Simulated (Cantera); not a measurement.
Charge: 1 mol Si, 0.91 mol CO₂, 4 mol H₂, 0.11 mol N₂O, held at 1550 K and 0.0133 bar.

These are equilibrium values from Cantera (NASA tables, ideal gas, pure condensed phases), not measurements of a reactor. Candidate condensed phases: C, C₆H₆, C₇H₈, C₈H₁₈, H₂O, Si, SiC, SiO₂, Si₂N₂O, Si₃N₄; 151 gas species. Mutual solubility and eutectic melting of coexisting phases are not modelled. The tables hold silica as quartz up to 1696 K and as liquid above; real silica turns to tridymite and cristobalite and melts near 1996 K. Equilibrium is a limit: real reactors are often held back by kinetics, nucleation or transport.

Base state: H₂ 0.823, CO 0.150, SiO 0.0255, N₂ 0.00102, H 0.000247, H₂O 1.68e-5 (mole fractions); condensed: SiC(s) + SiO₂(β-quartz) + Si₂N₂O(s).

Task: What changes in the equilibrium state with this change: CO₂ from 0.91 to 0.14 mol?

Result: 
```
species               before    after
-------------------  -------  -------
H₂                     0.823    0.934
SiO                   0.0255   0.0634
CO                     0.150  0.00205
N₂                   0.00102  3.05e-5
H₂O                  1.68e-5  3.51e-6
SiC(s), mol            0.180    0.131
SiO₂(β-quartz), mol    0.486        0
Si₂N₂O(s), mol         0.105    0.110
Si(s), mol                 0    0.378
```
